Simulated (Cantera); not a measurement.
A perfectly stirred reactor is fed with 0.376 % CH2O, 0.683 % O2, 98.9 % N2, equivalence ratio 0.55, at 13.0 bar; it is held at 1100 K, and followed from long to short residence time.

Detailed kinetics in Cantera: GRI-Mech 3.0 (53 species, 325 reactions). The pressure lies above the range GRI-Mech 3.0 was tuned for (to about 10 atm).

One state of this run: x CH2O = 0.000911; x O2 = 0.00571; x CH2 = <1e-12; x NO = 1.77e-12; x CH4 = 6.83e-10. x: mole fraction; the columns are a selection and need not sum to one.

Q: Which value of τ (s) does it belong to?
A) 0.12
B) 0.00048
C) 0.030
D) 0.0019

A: D, 0.0019
